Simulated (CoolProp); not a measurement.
Model: reference Helmholtz-energy equation of state, Thol 2018, in CoolProp.

Problem. For hydrogen chloride, give the phase and the cp (kJ/(kg K)), speed of sound (m/s) at 291.1 K and 31 MPa.

Solution. 
- 291.1 K and 31 MPa: liquid; cp 1.69, speed of sound 812
